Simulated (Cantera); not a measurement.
**Equilibrium for metals in furnace atmospheres: Cu + CO + H2 + CO2**

Charge: 1 mol Cu, 25 mol CO, 5.5 mol H2, a varied amount of CO2, equilibrated at 1675 K and 0.00600 bar.

Method: chemical equilibrium by Gibbs-energy minimisation in Cantera with the NASA 1993 tables (ideal gas, pure condensed phases). Candidate condensed phases: C, C6H6, C7H8, C8H18, Cu, CuO, Cu(OH)2, Cu2O, H2O; 113 gas species. Kinetics and transport are ignored.

```
n(CO2) (mol)   x CO   x H2    x Cu     x CO2     x H2O       x H    x Cu2  n Cu(l)
------------  -----  -----  ------  --------  --------  --------  -------  -------
0.013         0.804  0.176  0.0190  0.000242  0.000176  0.000629  2.03e-5    0.407
0.029         0.803  0.176  0.0190  0.000540  0.000392  0.000629  2.03e-5    0.406
0.045         0.803  0.176  0.0190  0.000837  0.000607  0.000628  2.03e-5    0.406
0.061         0.803  0.175  0.0190   0.00114  0.000822  0.000628  2.03e-5    0.406
0.077         0.803  0.175  0.0190   0.00143   0.00104  0.000627  2.03e-5    0.405
0.094         0.803  0.175  0.0190   0.00175   0.00126  0.000627  2.03e-5    0.405
0.11          0.802  0.174  0.0190   0.00205   0.00148  0.000626  2.03e-5    0.405
0.13          0.802  0.174  0.0190   0.00242   0.00174  0.000625  2.03e-5    0.404
0.14          0.802  0.174  0.0190   0.00261   0.00187  0.000625  2.03e-5    0.404
0.16          0.802  0.173  0.0190   0.00298   0.00214  0.000624  2.03e-5    0.404
```
x: gas mole fraction; n: condensed amount in mol.

From 0.013 mol CO2 to 0.16 mol CO2 the condensed part is Cu(l). The main Cu-bearing gas is Cu throughout.
